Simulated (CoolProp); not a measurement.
Vapour-liquid equilibrium of R114 (1) + benzene (2) at 0.648 MPa; x and y are mole fractions of (1).

The numbers come from the multi-fluid Helmholtz-energy mixture model, Platzer 1990 and Thol 2012; pair parameters Bell 2016 in CoolProp. This equation is an older, rougher fit; its heat capacities, sound speeds and derivatives of the liquid may be far off and weren't checked against measurements.

```csv
x,"bubble temperature, mixture model (K)","bubble temperature, Raoult's law (K)","y, mixture model","y, Raoult's law"
0.05,410.1,417.2,0.319,0.244
0.125,390.2,403.6,0.581,0.483
0.2,377.5,392.5,0.708,0.635
0.275,369.1,383.4,0.777,0.736
0.35,363.3,375.7,0.819,0.807
0.425,358.9,369.1,0.849,0.857
0.5,355.4,363.3,0.872,0.894
0.575,352.4,358.2,0.892,0.923
0.65,349.6,353.7,0.910,0.944
0.725,347.0,349.6,0.928,0.962
0.8,344.5,345.9,0.946,0.975
0.875,341.9,342.6,0.965,0.986
0.95,339.4,339.5,0.985,0.995
```

The largest gap from Raoult's law is -15.0 K in bubble temperature, at x = 0.2. No azeotrope shows between x = 0.05 and 0.95.

The pair parameters rest on a limited set of measurements; away from them the model extrapolates.
